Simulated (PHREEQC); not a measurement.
Solution (25 °C): 0.0078 mol KH2PO4 and 0.0012 mol KOH per kg of water. It is in equilibrium with CO2 at log p = -3.4 (atm). Otherwise closed; pH follows from the charge balance.

Model: ion-association model, wateq4f.dat, run in PHREEQC.

| quantity | before | after |
|---|---|---|
| pH | 6.32 | 6.23 |
| ionic strength (mol/kgw) | 0.0102 | 0.0102 |
| H2PO4- (mol/kgw) | 0.00661 | 0.00660 |
| HPO4-2 (mol/kgw) | 0.00117 | 0.00118 |
| HCO3- (mol/kgw) | 1.40e-5 | 5.80e-6 |
| KHPO4- (mol/kgw) | 1.36e-5 | 1.33e-5 |

Task: Name the change that produced these shifts.
(A) KOH left out
(B) temperature from 25 to 65 °C
(C) KOH from 0.0012 to 0.006 mol/kgw
(D) KOH from 0.0012 to 0.012 mol/kgw

Result: B, temperature from 25 to 65 °C

No solid was allowed to form. H3PO4, which wateq4f.dat lacks, is added to it with the constant of phreeqc.dat. At this temperature some constants are extrapolated from 25 °C, and those without enthalpy data are left unchanged.
